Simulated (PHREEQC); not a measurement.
Solution (25 °C): 0.91 mol/kgw HF, 0.00047 mol/kgw NaF and 0.014 mol/kgw H2SiF6. Closed to the air; pH follows from the charge balance.

Model: ion-association model, phreeqc.dat, run in PHREEQC.

| quantity | before | after |
|---|---|---|
| pH | 1.20 | 1.57 |
| HF (mol/kgw) | 0.826 | 0.0870 |
| F- (mol/kgw) | 0.0116 | 0.00269 |
| NaF (mol/kgw) | 1.86e-6 | 4.87e-7 |
| SI of Quartz (SiO2) | -11.38 | -6.13 |

Name the change that produced these shifts.
(A) temperature from 25 to 65 °C
(B) HF from 0.91 to 0.091 mol/kgw
(C) NaF from 0.00047 to 0.000235 mol/kgw

B, HF from 0.91 to 0.091 mol/kgw

No solid was allowed to form. SiF6-2 is the database's only silicon fluoride.
